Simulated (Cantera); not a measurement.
Charge: 1 mol SO2, 0.13 mol H2, 3.2 mol O2, held at 2950 K.

These are equilibrium values from Cantera (NASA tables, ideal gas, pure condensed phases), not measurements of a reactor. Candidate condensed phases: H2O, H2SO4, S; 19 gas species. Rates play no part.

At 210000 Pa, list the 4 most abundant gas species with their mole fractions, and the condensed phases.

O2 0.679, SO2 0.216, O 0.0541, OH 0.0217. Condensed: gas only.
